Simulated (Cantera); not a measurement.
An isothermal plug-flow reactor at 1000 K and 0.790 bar (inlet), inlet velocity 1.1 m/s, active area per volume 130 1/m; feed CH4 : O2 : N2 = 0.0034 : 0.022 : 0.79 (molar parts), equivalence ratio 0.31.

Computed with Cantera and Deutschmann's 1995 Pt surface mechanism with GRI-Mech 3.0 gas chemistry. Catalytic surfaces can have several steady states; this one follows from the mechanism file's or the stated starting coverage. Mass transfer to the wall is taken as infinitely fast.

**Question.** Predict: x(CH4) at z = 0.004 m; x(O2) at z = 0.004 m; x(H2O) at z = 0.004 m; x(CO2) at z = 0.004 m; x(CO) at z = 0.004 m; θ(free Pt) at the exit; θ(O*) at the exit.

**Answer.** x(CH4) at z = 0.004 m: 0.00386
x(O2) at z = 0.004 m: 0.0264
x(H2O) at z = 0.004 m: 0.000620
x(CO2) at z = 0.004 m: 0.000308
x(CO) at z = 0.004 m: 2.45e-6
θ(free Pt) at the exit: 0.287
θ(O*) at the exit: 0.712
